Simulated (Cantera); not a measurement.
Feed: 1 mol SiH₄, 2.3 mol H₂O, at 75.0 Torr.

These are equilibrium values from Cantera (NASA tables, ideal gas, pure condensed phases), not measurements of a reactor. Candidate condensed phases: H₂O, Si, SiO₂; 18 gas species. The tables hold silica as quartz up to 1696 K and as liquid above; real silica turns to tridymite and cristobalite and melts near 1996 K. Kinetics and transport are ignored.

**Question.** At 1400 K, list the 3 most abundant gas species with their mole fractions, and the condensed phases.

**Answer.** H₂ 0.930, H₂O 0.0698, H 1.48e-5. Condensed: SiO₂(β-quartz).
